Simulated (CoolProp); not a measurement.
Properties of tetrahydrofuran along the isotherm 453.6 K (Tc = 540.2 K, pc = 53.04 bar, ω = 0.234).

Computed with CoolProp (reference Helmholtz-energy equation of state, Fiedler 2023).

```csv
p (bar),phase,density (kg/m³),isothermal compressibility (1/MPa),fugacity coefficient
0.839,gas,1.619,12.03,0.9907
1.72,gas,3.354,5.932,0.9809
3.54,gas,7.057,2.950,0.9607
7.26,gas,15.22,1.522,0.9194
30.6,liquid,688.0,0.005449,0.4205
62.9,liquid,699.2,0.004568,0.2236
129,liquid,717.7,0.003481,0.1303
265,liquid,746.2,0.002394,0.09046
```
